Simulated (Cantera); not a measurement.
An isothermal, constant-pressure homogeneous reactor starts with 27.0 % H2, 73.0 % O2, equivalence ratio 0.18, at 1325 K and 1.20 Torr.

Model: the H2/O2 subset of GRI-Mech 3.0, which has no nitrogen chemistry, integrated in Cantera. Radical loss at walls, strong at low pressure, is not modelled. The temperature is held fixed by assumption; the heat of reaction is taken as removed at once.

x: mole fraction; the columns are a selection and need not sum to one.

```csv
t (s),x H2,x O2,x O,x H2O2,x OH,x HO2,x H
0.000200,0.270,0.730,9.35e-9,2.62e-11,7.64e-9,3.69e-8,3.43e-8
0.000796,0.270,0.730,1.58e-7,4.09e-10,1.14e-7,1.46e-7,3.23e-7
0.00317,0.269,0.730,0.000176,[?],0.000124,5.42e-7,0.000336
0.0126,0.0163,0.575,0.0973,3.73e-8,0.0172,8.38e-7,0.0972
0.0502,0.0160,0.579,0.0941,3.83e-8,0.0171,8.52e-7,0.0928
0.200,0.0146,0.594,0.0820,[?],0.0166,9.03e-7,0.0764
0.796,0.00918,0.636,0.0455,[?],0.0136,1.01e-6,0.0324
3.17,0.00135,0.680,0.00617,[?],0.00539,6.55e-7,0.00163
12.6,8.11e-5,0.687,0.000367,[?],0.00133,1.06e-7,2.36e-5
50.2,8.54e-6,0.688,3.86e-5,[?],0.000431,2.90e-8,8.07e-7
200,1.77e-6,0.688,8.01e-6,7.92e-10,0.000196,3.59e-8,7.63e-8
```

Problem. What belongs in the gaps?

Solution. 
- 0.00317, x H2O2: 5.95e-9
- 0.200, x H2O2: 4.21e-8
- 0.796, x H2O2: 5.15e-8
- 3.17, x H2O2: 3.49e-8
- 12.6, x H2O2: 8.73e-9
- 50.2, x H2O2: 2.11e-9
